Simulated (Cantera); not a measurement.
Cantera with NASA thermochemical tables; ideal gases at 1 bar, condensed phases pure. Values are per mole of reaction as written; species without (g) are pure solids or liquids, kept so even where they would boil at 1 bar.

Task: Between 300 and 1000 K, where is each reaction favourable under standard conditions?
- 12 OH(g) + 4 PH₃(g) ⇌ 12 H₂O(g) + P₄(g)
- 3 P₄(g) + 10 O₃(g) ⇌ 3 P₄O₁₀(g)

Result: 
- 12 OH(g) + 4 PH₃(g) ⇌ 12 H₂O(g) + P₄(g): ΔG° is -3187 kJ at 300 K and -2816 kJ at 1000 K; it stays negative (K > 1). ΔH° is -3368 kJ and ΔS° -551 J/K at 1000 K.
- 3 P₄(g) + 10 O₃(g) ⇌ 3 P₄O₁₀(g): ΔG° is -9702 kJ at 300 K and -8310 kJ at 1000 K; it stays negative (K > 1). ΔH° is -10256 kJ and ΔS° -1946 J/K at 1000 K.
